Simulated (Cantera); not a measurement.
A closed system holds: 1 mol SiC, 0.44 mol N₂O, 2.9 mol N₂, held at 1375 K and 5930 Torr.

Method: chemical equilibrium by Gibbs-energy minimisation in Cantera with the NASA 1993 tables (ideal gas, pure condensed phases). Candidate condensed phases: C, Si, SiC, SiO₂, Si₂N₂O, Si₃N₄; 34 gas species. Mutual solubility and eutectic melting of coexisting phases are not modelled. Rates play no part.

Base state: N₂ 1.000 (mole fractions); condensed: C(graphite) + Si₂N₂O(s) + Si₃N₄(s).

What changes in the equilibrium state with this change: temperature from 1375 K to 2048 K?


| species | before | after |
|---|---|---|
| N₂ | 1.000 | 0.921 |
| CO | 2.06e-6 | 0.0784 |
| SiO | <1e-9 | 0.000814 |
| C(graphite), mol | 1.000 | 0.0662 |
| Si₂N₂O(s), mol | 0.440 | 0.167 |
| Si₃N₄(s), mol | 0.0400 | 0 |
| SiC(s), mol | 0 | 0.663 |
